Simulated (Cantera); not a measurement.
An isothermal, constant-pressure homogeneous reactor starts with NH3 : N2 = 1 : 4.6 (molar parts), at 2048 K and 1.50 bar. Integrator tolerance rtol = 1e-08.

Detailed kinetics in Cantera: the gas-phase N/H chemistry of the illustrative SiF4/NH3 mechanism in the Surface Chemkin manual (1991). Walls and surfaces, which speed up NH3 decomposition in real reactors, are not modelled.

Problem. What does this change do: temperature 2048 to 1275 K?

Solution. 
```json
[
 {"quantity": "x(NH3) at 200 s", "before": "2.64e-6 (gas-phase equilibrium 2.64e-6)", "after": "0.167 (gas-phase equilibrium 1.93e-5)"},
 {"quantity": "x(N2H4) at 200 s", "before": "<1e-12 (gas-phase equilibrium <1e-12)", "after": "1.53e-8 (gas-phase equilibrium <1e-12)"},
 {"quantity": "x(N2H2) at 200 s", "before": "1.05e-12 (gas-phase equilibrium 1.05e-12)", "after": "4.11e-9 (gas-phase equilibrium <1e-12)"},
 {"quantity": "x(H2) at 200 s", "before": "0.227 (gas-phase equilibrium 0.227)", "after": "0.0151 (gas-phase equilibrium 0.227)"},
 {"quantity": "x(NH2) at 200 s", "before": "3.02e-8 (gas-phase equilibrium 3.02e-8)", "after": "1.33e-6 (gas-phase equilibrium 4.30e-11)"}
]
```
